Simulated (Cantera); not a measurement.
A closed system holds: 1 mol TEOS, 1.8 mol O₃, equilibrated at 1525 °C and 1.33 mbar.

Equilibrium computed with Cantera from the NASA thermochemical tables; the gas is ideal and each condensed phase is pure. Candidate condensed phases: C, C₆H₆, C₇H₈, C₈H₁₈, H₂O, Si, SiC, SiO₂; 123 gas species. The feed counts by its element totals alone. The tables hold silica as quartz up to 1696 K and as liquid above; real silica turns to tridymite and cristobalite and melts near 1996 K. Equilibrium is a limit: real reactors are often held back by kinetics, nucleation or transport.

Task: What is the equilibrium state?

Result: 
```json
{
  "x(H₂)": "0.506",
  "x(CO)": "0.417",
  "x(SiO)": "0.0508",
  "x(H₂O)": "0.0158",
  "x(H)": "0.00687",
  "x(CO₂)": "0.00342",
  "x(OH)": "1.41e-5",
  "x(SiO₂)": "3.92e-6",
  "n(SiO₂(condensed))": "0.0335 mol",
  "gas_amount": "19.03 mol",
  "log10 activity of C(graphite) (absent)": "-5.29",
  "log10 activity of Si(l) (absent)": "-5.57"
}
```
